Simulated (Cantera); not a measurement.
A closed system holds: 1 mol Si₃N₄, 0.039 mol N₂O, 170 mol N₂, equilibrated at 2050 K and 0.100 bar.

Method: chemical equilibrium by Gibbs-energy minimisation in Cantera with the NASA 1993 tables (ideal gas, pure condensed phases). Candidate condensed phases: Si, SiO₂, Si₂N₂O, Si₃N₄; 16 gas species. The tables' values for SiN are old estimates; treat these amounts as uncertain. The numbers say what is thermodynamically allowed, not how fast it happens.

Base state: N₂ 0.999, Si 0.000773, SiO 0.000226, Si₂N 7.10e-5, SiN 5.66e-5 (mole fractions); condensed: Si(l).

**Question.** What changes in the equilibrium state with this change: temperature from 2050 K to 1598 K?

**Answer.** 
```
species           before    after
--------------  --------  -------
N₂                 0.999    1.000
SiO             0.000226  1.15e-5
Si              0.000773  1.90e-8
Si₂N             7.10e-5    <1e-9
SiN              5.66e-5  5.21e-9
Si(l), mol          2.79        0
Si₂N₂O(s), mol         0   0.0370
Si₃N₄(s), mol          0    0.975
```
Mutual solubility and eutectic melting of coexisting phases are not modelled.
